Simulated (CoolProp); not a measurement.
Properties of n-perfluorohexane at several states (Tc = 448.0 K, pc = 17.42 bar, ω = 0.497).

Model: reference Helmholtz-energy equation of state, Gao 2022, in CoolProp.

```json
[
 {"T (K)": "373.5", "p (bar)": "67.1", "phase": "liquid", "density (kg/m³)": "1492", "cv (kJ/(kg K))": "0.9462", "fugacity coefficient": "0.07407"},
 {"T (K)": "261.7", "p (bar)": "3.94", "phase": "liquid", "density (kg/m³)": "1780", "cv (kJ/(kg K))": "0.7980", "fugacity coefficient": "0.01165"},
 {"T (K)": "415.1", "p (bar)": "10.4", "phase": "liquid", "density (kg/m³)": "1219", "cv (kJ/(kg K))": "1.003", "fugacity coefficient": "0.6760"},
 {"T (K)": "294.3", "p (bar)": "28.9", "phase": "liquid", "density (kg/m³)": "1699", "cv (kJ/(kg K))": "0.8469", "fugacity coefficient": "0.01060"},
 {"T (K)": "227.7", "p (bar)": "81.5", "phase": "liquid", "density (kg/m³)": "1893", "cv (kJ/(kg K))": "0.7445", "fugacity coefficient": "9.935e-5"},
 {"T (K)": "372.7", "p (bar)": "0.462", "phase": "gas", "density (kg/m³)": "5.132", "cv (kJ/(kg K))": "0.8978", "fugacity coefficient": "0.9824"}
]
```
